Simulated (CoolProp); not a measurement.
Properties of tetrahydrofuran at several states.

Computed with CoolProp (reference Helmholtz-energy equation of state, Fiedler 2023).

```tsv
T (K)	p (kPa)	phase	density (kg/m³)	speed of sound (m/s)	fugacity coefficient
460.8	2600	liquid	673.8	571.4	0.5405
420.8	239	gas	5.103	222.0	0.9665
315.7	88.6	liquid	862.5	1194	0.4949
```
